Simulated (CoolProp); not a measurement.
A simple Rankine cycle with R245fa: condensing at 316.15 K, boiler at 1.23 MPa, turbine inlet 411.9 K, turbine efficiency 0.8, pump efficiency 0.7, no recuperator. Each further row changes one setting.

Values from CoolProp's reference Helmholtz-energy equation of state, Akasaka 2015.

```json
[
 {"case": "as stated", "thermal efficiency (%)": "?", "net work (kJ/kg)": "25.3", "heat in (kJ/kg)": "265", "turbine exit temperature (K)": "376.1", "volume ratio over the turbine": "4.55"},
 {"case": "turbine inlet 431.9 K", "thermal efficiency (%)": "9.4", "net work (kJ/kg)": "27.2", "heat in (kJ/kg)": "289", "turbine exit temperature (K)": "?", "volume ratio over the turbine": "4.48"},
 {"case": "condensing temperature 308.15 K", "thermal efficiency (%)": "10.8", "net work (kJ/kg)": "?", "heat in (kJ/kg)": "276", "turbine exit temperature (K)": "?", "volume ratio over the turbine": "5.90"},
 {"case": "boiler pressure 0.861 MPa", "thermal efficiency (%)": "7.5", "net work (kJ/kg)": "20.2", "heat in (kJ/kg)": "270", "turbine exit temperature (K)": "386.0", "volume ratio over the turbine": "?"},
 {"case": "turbine efficiency 0.7", "thermal efficiency (%)": "8.3", "net work (kJ/kg)": "22.0", "heat in (kJ/kg)": "265", "turbine exit temperature (K)": "379.3", "volume ratio over the turbine": "4.60"}
]
```

Problem. Some entries are withheld; supply them.

Solution. 
- as stated, thermal efficiency (%): 9.6
- turbine inlet 431.9 K, turbine exit temperature (K): 396.9
- condensing temperature 308.15 K, net work (kJ/kg): 29.9
- condensing temperature 308.15 K, turbine exit temperature (K): 370.6
- boiler pressure 0.861 MPa, volume ratio over the turbine: 3.11
